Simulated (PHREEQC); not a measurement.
Make-up at 25 °C: 54 mmol/kgw HCl, 2.6 mmol/kgw ZnSO4 and 0.29 mmol/kgw MnSO4. Closed to the air; pH follows from the charge balance.

Equilibrium calculation in PHREEQC: ion-association model, phreeqc.dat.

Each row changes one thing in this solution. No solid was allowed to form.

```csv
case,pH,ionic strength (mol/kgw),HSO4- (mol/kgw),SO4-2 (mol/kgw),ZnCl+ (mol/kgw),ZnSO4 (mol/kgw)
as made,1.36,0.0609,0.00195,0.000846,0.000149,8.80e-5
temperature from 25 to 35 °C,1.36,?,?,0.000728,0.000219,7.76e-5
temperature from 25 to 45 °C,1.36,0.0602,0.00220,0.000615,0.000311,6.60e-5
0.027 mol/kgw Ca(NO3)2 added,1.37,0.141,?,0.000802,0.000118,4.93e-5
HCl from 0.054 to 0.027 mol/kgw,1.66,0.0346,0.00153,0.00117,?,0.000167
```

Problem. Some entries are withheld; supply them.

Solution. 
- temperature from 25 to 35 °C, ionic strength (mol/kgw): 0.0605
- temperature from 25 to 35 °C, HSO4- (mol/kgw): 0.00208
- 0.027 mol/kgw Ca(NO3)2 added, HSO4- (mol/kgw): 0.00144
- HCl from 0.054 to 0.027 mol/kgw, ZnCl+ (mol/kgw): 8.67e-5

At this temperature some constants are extrapolated from 25 °C, and those without enthalpy data are left unchanged.
